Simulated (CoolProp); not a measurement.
Properties of n-octane along the isobar 10.6 MPa (Tc = 568.7 K, pc = 2.484 MPa, ω = 0.398).

Computed with CoolProp (reference Helmholtz-energy equation of state, Beckmüller 2019).

```
T (K)          phase  density (kg/m³)  cp (kJ/(kg K))  cv (kJ/(kg K))  isothermal compressibility (1/MPa)  fugacity coefficient
-----  -------------  ---------------  --------------  --------------  ----------------------------------  --------------------
316.7         liquid            693.5               ?           1.856                            0.001288             0.0009041
355.7         liquid            663.6               ?           2.000                            0.001713              0.004412
394.6         liquid            632.9           2.585           2.150                            0.002323               0.01451
433.6         liquid            600.7           2.746           2.301                            0.003229                     ?
472.6         liquid            566.6           2.907               ?                            0.004627               0.07415
511.6         liquid            530.0               ?               ?                            0.006876                0.1300
550.5         liquid            490.4           3.225           2.727                             0.01062                     ?
589.5  supercritical            447.0           3.377           2.855                             0.01694                0.2875
```

Problem. What belongs in the gaps?

Solution. 
- 316.7, cp (kJ/(kg K)): 2.280
- 355.7, cp (kJ/(kg K)): 2.429
- 433.6, fugacity coefficient: 0.03631
- 472.6, cv (kJ/(kg K)): 2.449
- 511.6, cp (kJ/(kg K)): 3.067
- 511.6, cv (kJ/(kg K)): 2.591
- 550.5, fugacity coefficient: 0.2024
